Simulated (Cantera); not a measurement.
# Si(CH3)4 + H2 (silicon carbide growth)

Charge: 1 mol Si(CH3)4, 23 mol H2, held at 0.133 bar.

These are equilibrium values from Cantera (NASA tables, ideal gas, pure condensed phases), not measurements of a reactor. Candidate condensed phases: C, C6H6, C7H8, C8H18, Si, SiC; 87 gas species. Gases not in the tables: Si2H6 and higher silanes. The numbers say what is thermodynamically allowed, not how fast it happens.

```json
[
 {"T (K)": "1700", "x H2": "0.999", "x H": "0.000403", "x C2H2 (acetylene)": "7.34e-5", "x Si": "7.55e-8", "x SiC2": "5.92e-10", "x Si2C": "4.56e-10", "x SiH": "4.26e-8", "n C(graphite)": "2.99", "n SiC(s)": "1.000"},
 {"T (K)": "1775", "x H2": "0.999", "x H": "0.000792", "x C2H2 (acetylene)": "0.000142", "x Si": "3.53e-7", "x SiC2": "4.44e-9", "x Si2C": "3.28e-9", "x SiH": "1.58e-7", "n C(graphite)": "2.99", "n SiC(s)": "1.000"},
 {"T (K)": "1850", "x H2": "0.998", "x H": "0.00147", "x C2H2 (acetylene)": "0.000261", "x Si": "1.46e-6", "x SiC2": "2.82e-8", "x Si2C": "2.00e-8", "x SiH": "5.26e-7", "n C(graphite)": "2.98", "n SiC(s)": "1.000"},
 {"T (K)": "1925", "x H2": "0.997", "x H": "0.00261", "x C2H2 (acetylene)": "0.000456", "x Si": "5.36e-6", "x SiC2": "1.54e-7", "x Si2C": "1.06e-7", "x SiH": "1.59e-6", "n C(graphite)": "2.97", "n SiC(s)": "1.000"},
 {"T (K)": "2000", "x H2": "0.995", "x H": "0.00444", "x C2H2 (acetylene)": "0.000764", "x Si": "1.79e-5", "x SiC2": "7.41e-7", "x Si2C": "4.91e-7", "x SiH": "4.42e-6", "n C(graphite)": "2.95", "n SiC(s)": "0.999"},
 {"T (K)": "2075", "x H2": "0.991", "x H": "0.00726", "x C2H2 (acetylene)": "0.00123", "x Si": "5.47e-5", "x SiC2": "3.17e-6", "x Si2C": "2.03e-6", "x SiH": "1.14e-5", "n C(graphite)": "2.93", "n SiC(s)": "0.998"},
 {"T (K)": "2150", "x H2": "0.986", "x H": "0.0115", "x C2H2 (acetylene)": "0.00191", "x Si": "0.000155", "x SiC2": "1.22e-5", "x Si2C": "7.61e-6", "x SiH": "2.74e-5", "n C(graphite)": "2.89", "n SiC(s)": "0.993"},
 {"T (K)": "2225", "x H2": "0.979", "x H": "0.0176", "x C2H2 (acetylene)": "0.00287", "x Si": "0.000407", "x SiC2": "4.29e-5", "x Si2C": "2.60e-5", "x SiH": "6.20e-5", "n C(graphite)": "2.84", "n SiC(s)": "0.982"},
 {"T (K)": "2300", "x H2": "0.968", "x H": "0.0261", "x C2H2 (acetylene)": "0.00418", "x Si": "0.00100", "x SiC2": "0.000139", "x Si2C": "8.16e-5", "x SiH": "0.000132", "n C(graphite)": "2.79", "n SiC(s)": "0.956"},
 {"T (K)": "2375", "x H2": "0.953", "x H": "0.0377", "x C2H2 (acetylene)": "0.00592", "x Si": "0.00234", "x SiC2": "0.000414", "x Si2C": "0.000238", "x SiH": "0.000269", "n C(graphite)": "2.72", "n SiC(s)": "0.893"},
 {"T (K)": "2450", "x H2": "0.931", "x H": "0.0531", "x C2H2 (acetylene)": "0.00812", "x Si": "0.00517", "x SiC2": "0.00116", "x Si2C": "0.000648", "x SiH": "0.000520", "n C(graphite)": "2.67", "n SiC(s)": "0.749"}
]
```
x: gas mole fraction; n: condensed amount in mol.

From 1700 K to 2450 K the condensed part is C(graphite) + SiC(s). The main Si-bearing gas is SiH2 at 1700 K and Si at 2450 K.
